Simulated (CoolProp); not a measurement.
Saturation properties of CHF3 (R23) (Tc = 299.3 K, pc = 4.832 MPa, ω = 0.263).

The numbers come from the reference Helmholtz-energy equation of state, Penoncello 2003 in CoolProp.

```
T (K)   p (MPa)  vapour density (kg/m³)  surface tension (mN/m)  liquid viscosity (µPa s)
-----  --------  ----------------------  ----------------------  ------------------------
156    0.007708                  0.4197                    23.6                       605
170.6   0.02614                   1.314                    20.8                       441
185.1   0.07056                   3.322                    18.0                       337
199.7    0.1623                   7.261                    15.2                       267
214.3    0.3284                   14.19                    12.5                       215
228.9    0.6016                   25.55                    9.90                       176
243.5     1.019                   43.48                    7.37                       144
258       1.619                   71.28                    5.00                       118
272.6     2.458                   116.4                    2.82                      93.4
287.2     3.593                   199.4                   0.969                      69.3
```

It boils at 191.1 K under 1 atm.

Viscosity comes from a separate model (Shan 2000). Surface tension comes from a separate correlation (Mulero 2012).
